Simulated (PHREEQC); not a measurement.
A PHREEQC input (ion-association model, wateq4f.dat):

```
SOLUTION 1
  temp 298.15
  units mg/L
  pH 7.85
  pe 2.2
  Na 34.2
  K 63.8
  Ca 136
  Mg 12.9
  Cl 127
  S(6) 88.9 as SO4
  Alkalinity 316 as HCO3
  Br 0.316
END
USE solution 1
EQUILIBRIUM_PHASES 1
  Gypsum 0 0
  CO2(g) -3.4 10
END
```

The run finishes without an error or a warning.

Its last state differs from that of the intended input:

```json
[
 {"quantity": "pH", "as run": "8.32", "intended": "8.78"},
 {"quantity": "ionic strength (mol/kgw)", "as run": "0.00792", "intended": "0.0138"},
 {"quantity": "HCO3- (mol/kgw)", "as run": "4.65e-6", "intended": "0.00407"},
 {"quantity": "Ca+2 (mol/kgw)", "as run": "0.000129", "intended": "0.00283"},
 {"quantity": "SO4-2 (mol/kgw)", "as run": "0.000851", "intended": "0.000724"},
 {"quantity": "Mg+2 (mol/kgw)", "as run": "4.25e-6", "intended": "0.000457"}
]
```

**Question.** One thing in the input isn't as intended. What explains the difference?

**Answer.** This is not unique; one that fits is The fault: the temperature typed in kelvin. The line should read `temp 25` where the input has `temp 298.15`.
